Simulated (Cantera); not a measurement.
Cantera run, input and output.

```python
import numpy as np
import cantera as ct

gas = ct.Solution("gri30.yaml", transport_model="multicomponent")
show = ['NH3', 'NO', 'O']

rows = []
print(f"{'T/K':>7s}{'rho':>11s}{'cp':>10s}{'mu':>11s}{'lambda':>11s}{'Pr':>7s}" + "".join(f"{'D_' + s:>11s}" for s in show))
for T in [400, 550, 700, 850, 1000, 1150, 1300, 1450]:
    gas.TPX = T, 110, {'C2H4': 0.96, 'NH3': 0.24, 'C3H8': 0.74, 'CH3OH': 0.95}
    Pr = gas.cp_mass * gas.viscosity / gas.thermal_conductivity
    D = [gas.mix_diff_coeffs_mole[gas.species_index(s)] for s in show]
    rows.append([gas.density, gas.cp_mass, gas.viscosity, gas.thermal_conductivity, Pr, *D])
    print(f"{T:7g}{gas.density:11.4e}{gas.cp_mass:10.1f}{gas.viscosity:11.4e}"
          f"{gas.thermal_conductivity:11.4e}{Pr:7.3f}" + "".join(f"{d:11.4e}" for d in D))
print("SI units: kg/m3, J/kg/K, Pa s, W/m/K, m2/s")
```

Result:

```
    T/K        rho        cp         mu     lambda     Pr      D_NH3       D_NO        D_O
    400 1.0768e-03    1894.7 1.2529e-05 3.1430e-02  0.755 2.2662e-02 2.2617e-02 3.5828e-02
    550 7.8315e-04    2384.1 1.6871e-05 5.2949e-02  0.760 4.2278e-02 4.0059e-02 6.3102e-02
    700 6.1533e-04    2792.0 2.0828e-05 7.6268e-02  0.762 6.6841e-02 6.1105e-02 9.5934e-02
    850 5.0675e-04    3107.3 2.4456e-05 9.9418e-02  0.764 9.5785e-02 8.5401e-02 1.3379e-01
   1000 4.3073e-04    3382.8 2.7812e-05 1.2299e-01  0.765 1.2870e-01 1.1270e-01 1.7631e-01
   1150 3.7455e-04    3591.1 3.0943e-05 1.4530e-01  0.765 1.6526e-01 1.4281e-01 2.2320e-01
   1300 3.3133e-04    3768.6 3.3886e-05 1.6705e-01  0.764 2.0525e-01 1.7559e-01 2.7423e-01
   1450 2.9706e-04    3919.1 3.6672e-05 1.8810e-01  0.764 2.4845e-01 2.1091e-01 3.2923e-01
SI units: kg/m3, J/kg/K, Pa s, W/m/K, m2/s
```

Detailed kinetics in Cantera: GRI-Mech 3.0 (53 species, 325 reactions). Polar gases are described roughly by these parameters. The composition is frozen, though it would react at the higher temperatures.
